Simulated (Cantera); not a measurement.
# Iron carbonyl, mercury and lead vapours: Fe(CO)5 + CO + N2

A closed system holds: 1 mol Fe(CO)5, 0.11 mol CO, 0.11 mol N2, at 727 °C.

Method: chemical equilibrium by Gibbs-energy minimisation in Cantera with the NASA 1993 tables (ideal gas, pure condensed phases). Candidate condensed phases: C, Fe, Fe(CO)5, FeO, Fe2O3, Fe3O4; 27 gas species. The tables' stoichiometric FeO is somewhat more stable than real wüstite, so its field is too wide. FeO: taken at fixed stoichiometry. Condensed phases not in the tables: cementite and carbon dissolved in iron. Rates play no part.

At 0.0750 Torr the condensed part is Fe(α). From 0.750 Torr to 75.0 Torr the condensed part is C(graphite) + Fe(α). From 750 Torr to 7500 Torr the condensed part is C(graphite) + FeO(s).

```tsv
P (Pa)	x CO	x CO2	x N2	n Fe(α)	n C(graphite)	n FeO(s)
10	0.979	5.44e-5	0.0211	1.00	0	0
100	0.978	0.000543	0.0211	1.00	0.00283	0
1000	0.973	0.00538	0.0212	1.00	0.0279	0
10000	0.929	0.0490	0.0221	1.00	0.244	0
100000	0.694	0.273	0.0332	0	1.91	1.00
1000000	0.332	0.626	0.0424	0	2.62	1.00
```
x: gas mole fraction; n: condensed amount in mol.
